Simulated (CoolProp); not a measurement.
Vapour-liquid equilibrium of ethane (1) + hydrogen sulfide (2) at -26.95 °C; x and y are mole fractions of (1).

Model: multi-fluid Helmholtz-energy mixture model, Bücker 2006 and Lemmon 2006; pair parameters Kunz 2012, in CoolProp.

```csv
x,"bubble pressure, mixture model (MPa)","bubble pressure, Raoult's law (MPa)","y, mixture model","y, Raoult's law"
0.05,0.6081,0.4636,0.311,0.126
0.15,0.8329,0.5375,0.519,0.325
0.25,0.9517,0.6113,0.598,0.477
0.35,1.021,0.6852,0.641,0.595
0.45,1.068,0.7591,0.675,0.691
0.55,1.106,0.8329,0.707,0.770
0.65,1.139,0.9068,0.746,0.835
0.75,1.165,0.9807,0.794,0.891
0.85,1.180,1.055,0.858,0.939
0.95,1.177,1.128,0.945,0.981
```

The largest gap from Raoult's law is +55.7 % in bubble pressure, at x = 0.25. y crosses x between x = 0.85 and 0.95: the model has an azeotrope there.

The pair parameters rest on a limited set of measurements; away from them the model extrapolates. With so large a gap from Raoult's law the liquid may split in two, which this calculation doesn't test in full.
